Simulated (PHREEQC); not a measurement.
Model water analysis in mg/L, 25 °C, pH 4.14, pe 8.5:

| constituent | mg/L |
|---|---|
| Na | 18.9 |
| K | 83.1 |
| Ca | 139 |
| Mg | 13.7 |
| Cl | 102 |
| S(6) as SO4 | 419 |
| B | 0.505 |
| Fe(3) | 1.2 |
| Zn | 0.248 |

Valence states are taken as typed.

All values are PHREEQC results (ion-association model, phreeqc.dat), not measurements.

No solid was allowed to form.

**Question.** Order these Zn species by the share of Zn that they hold, largest first: ZnSO4, Zn+2, Zn(SO4)2-2, ZnCl+.

**Answer.** Zn+2 (76 %), ZnSO4 (23 %), Zn(SO4)2-2 (0.67 %), ZnCl+ (0.36 %)

The pH is 4.14 and the ionic strength 0.0165 mol/kgw. Examples of supersaturated solids here: Jarosite-K, Fe(OH)3(a). Others may be too. Species that the database lacks are ignored.
